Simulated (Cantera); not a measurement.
Charge: 1 mol Fe2O3, 0.21 mol H2O, held at 195 Torr.

Cantera equilibrium calculation (NASA polynomials, part measured and part estimated; ideal gas, pure solids and liquids). Candidate condensed phases: Fe, FeO, Fe(OH)2, Fe(OH)3, Fe2O3, Fe3O4, H2O; 12 gas species. Mutual solubility and eutectic melting of coexisting phases are not modelled. Kinetics and transport are ignored. All values below are at 1598 K.

Base state: H2O 0.797, O2 0.202, OH 0.000682, H2 2.26e-5, O 1.25e-5 (mole fractions); condensed: Fe2O3(s) + Fe3O4(s).

Question: What changes in the equilibrium state with this change: 0.066 mol NH3 added?

Answer: 
```csv
species,before,after
H2O,0.797,0.720
O2,0.202,0.202
N2,0,0.0767
NO,0,0.000587
H2,2.26e-5,2.04e-5
OH,0.000682,0.000648
O,1.25e-5,1.25e-5
"Fe2O3(s), mol",0.681,0.182
"Fe3O4(s), mol",0.213,0.545
```
